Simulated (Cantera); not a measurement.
Feed: 1 mol Si(CH3)4, 0.11 mol CH4, 1400 mol H2, held at 950 K and 32.0 mbar.

Method: chemical equilibrium by Gibbs-energy minimisation in Cantera with the NASA 1993 tables (ideal gas, pure condensed phases). Candidate condensed phases: C, C6H6, C7H8, C8H18, Si, SiC; 87 gas species. The numbers say what is thermodynamically allowed, not how fast it happens.

Base state: H2 0.998, CH4 0.00222 (mole fractions); condensed: SiC(s).

What changes in the equilibrium state with this change: temperature from 950 K to 1375 K?


```json
[
 {"species": "H2", "before": "0.998", "after": "1.000"},
 {"species": "CH4", "before": "0.00222", "after": "0.000159"},
 {"species": "H", "before": "3.11e-9", "after": "1.92e-5"},
 {"species": "SiC(s), mol", "before": "1.00", "after": "1.000"},
 {"species": "C(graphite), mol", "before": "0", "after": "2.88"}
]
```
